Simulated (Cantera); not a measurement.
Charge: 1 mol SiO2, 1.3 mol MgO, 2.3 mol O2, equilibrated at 1298.15 K and 0.0470 bar.

Equilibrium computed with Cantera from the NASA thermochemical tables; the gas is ideal and each condensed phase is pure. Candidate condensed phases: Mg, MgO, MgSiO3, Mg2SiO4, Si, SiO2; 11 gas species. Mutual solubility and eutectic melting of coexisting phases are not modelled. Condensed phases not in the tables: alloys, solid solutions and most ternary compounds. Equilibrium is a limit: real reactors are often held back by kinetics, nucleation or transport.

What is the equilibrium state?

x(O2): 1.000
n(MgSiO3(s)): 0.700 mol
n(Mg2SiO4(s)): 0.300 mol
gas amount: 2.300 mol
log10 activity of Mg(l) (absent): -18.93
log10 activity of Si(s) (absent): -26.18
